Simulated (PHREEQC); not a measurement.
Acid rinse or clean: speciation

Solution (25 °C): 0.0015 mol H2SO4, 0.00025 mol NaCl and 0.00033 mol CuCl2 per kg of water. Closed to the air; pH follows from the charge balance.

Model: ion-association model, phreeqc.dat, run in PHREEQC.

Each row changes one thing in this solution. No solid was allowed to form.

```json
[
 {"case": "as made", "pH": "2.59", "ionic strength (mol/kgw)": "0.00509", "SO4-2 (mol/kgw)": "0.00122", "HSO4- (mol/kgw)": "0.000243", "CuCl+ (mol/kgw)": "5.29e-7", "CuCl2 (mol/kgw)": "2.21e-10", "SI of Halite (NaCl)": "-8.28"},
 {"case": "temperature from 25 to 55 °C", "pH": "2.62", "ionic strength (mol/kgw)": "0.00476", "SO4-2 (mol/kgw)": "0.00105", "HSO4- (mol/kgw)": "0.000405", "CuCl+ (mol/kgw)": "1.97e-6", "CuCl2 (mol/kgw)": "1.10e-9", "SI of Halite (NaCl)": "-8.31"},
 {"case": "CuCl2 from 0.00033 to 0.000363 mol/kgw", "pH": "2.59", "ionic strength (mol/kgw)": "0.00518", "SO4-2 (mol/kgw)": "0.00121", "HSO4- (mol/kgw)": "0.000242", "CuCl+ (mol/kgw)": "6.23e-7", "CuCl2 (mol/kgw)": "2.79e-10", "SI of Halite (NaCl)": "-8.25"},
 {"case": "0.00015 mol/kgw LiOH added", "pH": "2.61", "ionic strength (mol/kgw)": "0.00511", "SO4-2 (mol/kgw)": "0.00123", "HSO4- (mol/kgw)": "0.000233", "CuCl+ (mol/kgw)": "5.28e-7", "CuCl2 (mol/kgw)": "2.21e-10", "SI of Halite (NaCl)": "-8.28"},
 {"case": "6e-05 mol/kgw Mn(NO3)2 added", "pH": "2.59", "ionic strength (mol/kgw)": "0.00525", "SO4-2 (mol/kgw)": "0.00121", "HSO4- (mol/kgw)": "0.000241", "CuCl+ (mol/kgw)": "5.27e-7", "CuCl2 (mol/kgw)": "2.20e-10", "SI of Halite (NaCl)": "-8.28"},
 {"case": "temperature from 25 to 45 °C", "pH": "2.61", "ionic strength (mol/kgw)": "0.00489", "SO4-2 (mol/kgw)": "0.00112", "HSO4- (mol/kgw)": "0.000342", "CuCl+ (mol/kgw)": "1.31e-6", "CuCl2 (mol/kgw)": "6.67e-10", "SI of Halite (NaCl)": "-8.30"},
 {"case": "temperature from 25 to 40 °C", "pH": "2.60", "ionic strength (mol/kgw)": "0.00494", "SO4-2 (mol/kgw)": "0.00114", "HSO4- (mol/kgw)": "0.000314", "CuCl+ (mol/kgw)": "1.05e-6", "CuCl2 (mol/kgw)": "5.13e-10", "SI of Halite (NaCl)": "-8.29"}
]
```

Away from 25 °C the constants follow the database's enthalpies or fits; those with neither stay at their 25 °C values.
